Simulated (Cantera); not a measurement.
**Pyrogenic steam for wet oxidation**

An isothermal, constant-pressure homogeneous reactor starts with H₂ : O₂ : N₂ = 0.49 : 1 : 13 (molar parts), equivalence ratio 0.24, at 1100 K and 82.5 Torr.

Detailed kinetics in Cantera: the H2/O2 subset of GRI-Mech 3.0, which has no nitrogen chemistry. The temperature is held fixed by assumption; the heat of reaction is taken as removed at once.

| t (s) | x H₂ | x O₂ | x OH | x HO₂ | x H₂O₂ | x H₂O |
|---|---|---|---|---|---|---|
| 2.00e-6 | 0.0338 | 0.0690 | <1e-12 | 4.48e-12 | <1e-12 | <1e-12 |
| 1.29e-5 | 0.0338 | 0.0690 | 1.21e-12 | 2.91e-11 | <1e-12 | <1e-12 |
| 8.38e-5 | 0.0338 | 0.0690 | 2.53e-11 | 1.91e-10 | <1e-12 | 5.88e-11 |
| 0.000543 | 0.0338 | 0.0690 | 2.87e-9 | 2.06e-9 | 3.61e-12 | 2.28e-8 |
| 0.00352 | 0.00204 | 0.0532 | 0.000902 | 3.51e-6 | 2.08e-7 | 0.0274 |
| 0.0228 | 6.22e-5 | 0.0529 | 0.000125 | 1.57e-6 | 1.84e-7 | 0.0343 |
| 0.147 | 1.18e-6 | 0.0530 | 1.87e-5 | 9.40e-8 | 2.01e-8 | 0.0344 |
| 0.954 | 6.86e-8 | 0.0530 | 5.12e-6 | 7.75e-9 | 2.16e-9 | 0.0344 |
| 6.18 | 7.77e-9 | 0.0530 | 1.80e-6 | 1.07e-9 | 2.96e-10 | 0.0344 |
| 40.0 | 1.22e-9 | 0.0530 | 7.18e-7 | 4.41e-10 | 4.95e-11 | 0.0344 |
x: mole fraction; the columns are a selection and need not sum to one.

Equilibrium at this temperature and pressure: H₂ 5.98e-10, O₂ 0.0530, OH 4.92e-7, HO₂ 4.80e-10, H₂O₂ 2.37e-11, H₂O 0.0344 (gas phase only).
